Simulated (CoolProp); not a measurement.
A single-stage vapour-compression cycle with R123: evaporating at 314.15 K (dew point), condensing at 341.15 K (bubble point), superheat 8 K, subcooling 2 K, compressor efficiency 0.6, no pressure losses. Each further row changes one setting.

Model: reference Helmholtz-energy equation of state, Younglove 1994, in CoolProp. It is a modified Benedict-Webb-Rubin equation, recast in Helmholtz form.

```json
[
 {"case": "as stated", "cooling COP": "6.37", "pressure ratio": "2.24", "discharge temperature (K)": "357.0", "refrigerating effect (kJ/kg)": "144", "volumetric capacity (kJ/m³)": "1390"},
 {"case": "evaporating temperature 319.15 K", "cooling COP": "___", "pressure ratio": "___", "discharge temperature (K)": "___", "refrigerating effect (kJ/kg)": "147", "volumetric capacity (kJ/m³)": "___"},
 {"case": "condensing temperature 336.15 K", "cooling COP": "7.99", "pressure ratio": "1.95", "discharge temperature (K)": "___", "refrigerating effect (kJ/kg)": "149", "volumetric capacity (kJ/m³)": "1440"},
 {"case": "subcooling 7 K", "cooling COP": "6.61", "pressure ratio": "2.24", "discharge temperature (K)": "357.0", "refrigerating effect (kJ/kg)": "149", "volumetric capacity (kJ/m³)": "1440"},
 {"case": "superheat 18 K", "cooling COP": "___", "pressure ratio": "2.24", "discharge temperature (K)": "367.4", "refrigerating effect (kJ/kg)": "151", "volumetric capacity (kJ/m³)": "1400"},
 {"case": "compressor efficiency 0.5", "cooling COP": "___", "pressure ratio": "2.24", "discharge temperature (K)": "___", "refrigerating effect (kJ/kg)": "144", "volumetric capacity (kJ/m³)": "1390"}
]
```

Question: Some entries are withheld; supply them.

Answer: 
- evaporating temperature 319.15 K, cooling COP: 8.10
- evaporating temperature 319.15 K, pressure ratio: 1.91
- evaporating temperature 319.15 K, discharge temperature (K): 355.3
- evaporating temperature 319.15 K, volumetric capacity (kJ/m³): 1650
- condensing temperature 336.15 K, discharge temperature (K): 351.0
- superheat 18 K, cooling COP: 6.45
- compressor efficiency 0.5, cooling COP: 5.31
- compressor efficiency 0.5, discharge temperature (K): 362.7
